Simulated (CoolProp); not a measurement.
Tetrahydrofuran along the isotherm 279.9 K: density (kg/m³) from the reference equation and from simpler models built on Tc = 540.2 K, pc = 5.304 MPa, ω = 0.234; each cubic takes its own stable root.

The numbers come from the reference Helmholtz-energy equation of state, Fiedler 2023 in CoolProp.

```tsv
p (MPa)	phase	reference	van der Waals	Redlich-Kwong	Peng-Robinson
0.0252	liquid	901.9	0.7858	819.5	940.7
0.0369	liquid	901.9	1.154	819.5	940.7
0.0542	liquid	901.9	1.703	819.5	940.7
0.0796	liquid	901.9	2.518	819.6	940.7
0.117	liquid	901.9	3.738	819.6	940.7
0.171	liquid	902.0	5.547	819.7	940.8
0.252	liquid	902.0	552.7	819.8	940.9
0.369	liquid	902.1	552.9	819.9	941.0
0.542	liquid	902.3	553.2	820.1	941.1
0.796	liquid	902.5	553.6	820.4	941.3
1.17	liquid	902.7	554.3	820.8	941.6
1.71	liquid	903.2	555.2	821.4	942.1
2.52	liquid	903.8	556.5	822.3	942.7
3.69	liquid	904.7	558.4	823.6	943.6
5.42	liquid	906.0	561.0	825.4	945.0
7.96	liquid	907.8	564.5	828.0	946.9
```

At some of these states van der Waals gives the other phase, because its saturation line lies elsewhere.
